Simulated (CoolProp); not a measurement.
R125 at 446 K and 3.19 MPa flows at 0.093 m/s in a round tube of 50 mm bore and 0.25 µm roughness, fully developed (64/Re and Nu = 3.66 if laminar; Colebrook and Gnielinski if turbulent). Each further row changes one setting.

The numbers come from the reference Helmholtz-energy equation of state, Lemmon 2005 in CoolProp.

```tsv
case	Reynolds number	Darcy friction factor	pressure drop (Pa/m)	heat-transfer coefficient (W/(m² K))	mass flow (kg/h)
as stated	26400	0.0242	0.243	37.6	76.3
velocity 0.186 m/s	52800	0.0207	0.830	64.9	153
diameter 100 mm	52800	0.0207	0.104	32.4	305
```

Viscosity comes from a separate model (Huber 2006). Thermal conductivity comes from a separate model (Perkins 2006).
